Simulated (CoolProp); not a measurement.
Properties of carbon monoxide along the isobar 14.8 MPa.

Model: reference Helmholtz-energy equation of state, Lemmon 2006, in CoolProp. It is a short technical equation, of lower accuracy than the large ones.

```tsv
T (K)	phase	cv (kJ/(kg K))	speed of sound (m/s)	Joule-Thomson coefficient (K/MPa)	isothermal compressibility (1/MPa)
103.6	liquid	1.048	809.1	-0.2981	0.003998
131.7	liquid	0.9525	603.3	-0.003540	___
159.8	supercritical	0.8936	438.5	0.6758	0.02813
187.9	supercritical	0.8494	364.4	1.466	___
216	supercritical	0.8178	___	1.698	___
244.1	supercritical	0.7981	367.9	___	0.06308
272.1	supercritical	0.7860	___	1.394	0.06312
300.2	supercritical	0.7785	___	1.182	0.06293
328.3	supercritical	0.7739	415.1	0.9817	0.06277
```

Q: What belongs in the gaps?

A: 
- 131.7, isothermal compressibility (1/MPa): 0.01003
- 187.9, isothermal compressibility (1/MPa): 0.05290
- 216, speed of sound (m/s): 356.7
- 216, isothermal compressibility (1/MPa): 0.06158
- 244.1, Joule-Thomson coefficient (K/MPa): 1.594
- 272.1, speed of sound (m/s): 383.3
- 300.2, speed of sound (m/s): 399.4
